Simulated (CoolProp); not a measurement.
Vapour-liquid equilibrium of propylene (1) + R114 (2) at 317.6 K; x and y are mole fractions of (1).

Model: multi-fluid Helmholtz-energy mixture model, Lemmon 2013 and Platzer 1990; pair parameters Bell 2016, in CoolProp. This equation is an older, rougher fit; its heat capacities, sound speeds and derivatives of the liquid may be far off and weren't checked against measurements.

```tsv
x	bubble pressure (MPa)	y at the bubble point	dew pressure at overall composition x (MPa)	liquid density (mol/L)
0.05	0.4690	0.201	0.4021	8.262
0.2	0.7225	(withheld)	0.4683	8.616
0.35	0.9586	0.684	0.5594	8.988
0.5	1.171	0.779	0.6917	9.386
0.65	(withheld)	(withheld)	0.8968	9.823
0.8	1.557	0.911	1.228	10.32
0.95	1.753	0.976	(withheld)	(withheld)
```

Question: Complete the blanks.

Answer: 
- 0.2, y at the bubble point: 0.527
- 0.65, bubble pressure (MPa): 1.367
- 0.65, y at the bubble point: 0.849
- 0.95, dew pressure at overall composition x (MPa): 1.676
- 0.95, liquid density (mol/L): 10.93

No azeotrope shows between x = 0.05 and 0.95.

Pair parameters are fitted to limited data, so mixtures are less certain than the pure fluids.
